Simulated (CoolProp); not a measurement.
A single-stage vapour-compression cycle with the fluid: evaporating at 209.15 K (dew point), condensing at 248.15 K (bubble point), superheat 8 K, subcooling 2 K, compressor efficiency 0.8, no pressure losses. The same conditions are run with several fluids, on thermodynamics alone (safety and materials aside).

The numbers come from the reference Helmholtz-energy equation of state of each fluid (ethane: Bücker 2006; nitrous oxide: Lemmon 2006; ethylene: Smukala 2000; propylene: Lemmon 2013; CH3F (R41): Lemmon 2006; CH2F2 (R32): Tillner-Roth 1997) in CoolProp.

Problem. Rank ethane, nitrous oxide, ethylene, propylene, CH3F (R41), CH2F2 (R32) by cooling COP, highest first.

Solution. propylene (3.71), CH2F2 (R32) (3.54), ethane (3.50), CH3F (R41) (3.48), nitrous oxide (3.42), ethylene (3.24)

| fluid | pressure ratio | discharge temperature (K) | refrigerating effect (kJ/kg) | volumetric capacity (kJ/m³) |
|---|---|---|---|---|
| ethane | 3.83 | 292.3 | 365 | 2100 |
| nitrous oxide | 4.28 | 322.4 | 284 | 2650 |
| ethylene | 3.41 | 300.1 | 323 | 3660 |
| propylene | 5.67 | 295.4 | 385 | 411 |
| CH3F (R41) | 4.61 | 327.6 | 396 | 1670 |
| CH2F2 (R32) | 6.47 | 339.6 | 342 | 522 |
